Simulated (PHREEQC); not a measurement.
Consider water at 25 °C with 29 mmol/kgw TMAH and 3 mmol/kgw K3PO4. Closed to the air; pH follows from the charge balance.

Computed with PHREEQC (ion-association model, phreeqc.dat).

```csv
quantity,before,after
pH,12.38,11.46
ionic strength (mol/kgw),0.0455,0.00419
```

### Question
Which change was made?
A) K3PO4 left out
B) diluted 5-fold with water
C) TMAH left out
D) TMAH replaced by (CH3)4NF at the same molality
E) diluted 10-fold with water

### Answer
E, diluted 10-fold with water

This is a speciation only: nothing precipitates in the calculation. (CH3)4N+ isn't in the database: it is added as a free cation with an ion size of 4 Å.
